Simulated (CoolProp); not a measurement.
Vapour pressure (kPa) of c-C4F8 (RC318): the reference equation beside estimates from Tc = 388.4 K, pc = 2778 kPa, ω = 0.355.

Computed with CoolProp (reference Helmholtz-energy equation of state, Platzer 1990). This equation is an older, rougher fit; its heat capacities, sound speeds and derivatives of the liquid may be far off and weren't checked against measurements.

```
T (K)  reference  Lee-Kesler  van der Waals  Redlich-Kwong  Peng-Robinson
-----  ---------  ----------  -------------  -------------  -------------
274        133.3       133.4          579.4          259.4          133.0
279.5      164.3       164.5          640.4          305.6          163.6
285            …       200.9          705.3          357.3          199.5
290.5      242.9       243.3              …          415.0          241.3
296        291.6       292.0          847.7          478.9          289.5
301.5      347.4       347.8          925.3          549.5          344.8
307            …       411.3           1007          627.0          407.9
312.5      482.7       483.1           1094          711.7              …
318        563.6       563.8           1185          804.0          560.3
323.5      654.2       654.3           1280          904.1              …
329        755.3       755.1           1380           1012          752.5
334.5      867.7       867.1           1485           1129          865.5
```

Complete the blanks.


- 285, reference: 200.7
- 290.5, van der Waals: 774.4
- 307, reference: 410.8
- 312.5, Peng-Robinson: 479.5
- 323.5, Peng-Robinson: 651.0

Absolute difference from the reference over all 12 rows, mean and median: Lee-Kesler 0.1 and 0.1 %, van der Waals 173.6 and 155.7 %, Redlich-Kwong 58.1 and 55.4 %, Peng-Robinson 0.5 and 0.6 %.
